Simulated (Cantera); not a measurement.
Input: 1 mol Al₂O₃, 1.2 mol H₂O, equilibrated at 133 Pa.

Cantera equilibrium calculation (NASA polynomials, part measured and part estimated; ideal gas, pure solids and liquids). Candidate condensed phases: Al, Al₂O₃, H₂O; 19 gas species. Rates play no part.

Which condensed phases are stable at each of these points (T (K)): 1150, 1250, 1350, 1450, 1550, 1650, 1750, 1850, 1950, 2050, 2150, 2250, 2350, 2450?


```
T (K)  condensed phases  Al condensed (%)
-----  ----------------  ----------------
1150           Al₂O₃(s)             100.0
1250           Al₂O₃(s)             100.0
1350           Al₂O₃(s)             100.0
1450           Al₂O₃(s)             100.0
1550           Al₂O₃(s)             100.0
1650           Al₂O₃(s)             100.0
1750           Al₂O₃(s)             100.0
1850           Al₂O₃(s)             100.0
1950           Al₂O₃(s)             100.0
2050           Al₂O₃(s)             100.0
2150           Al₂O₃(s)             100.0
2250           Al₂O₃(s)             100.0
2350           Al₂O₃(l)             100.0
2450           Al₂O₃(l)              99.9
```

From 1150 K to 2250 K the condensed part is Al₂O₃(s). From 2350 K to 2450 K the condensed part is Al₂O₃(l).
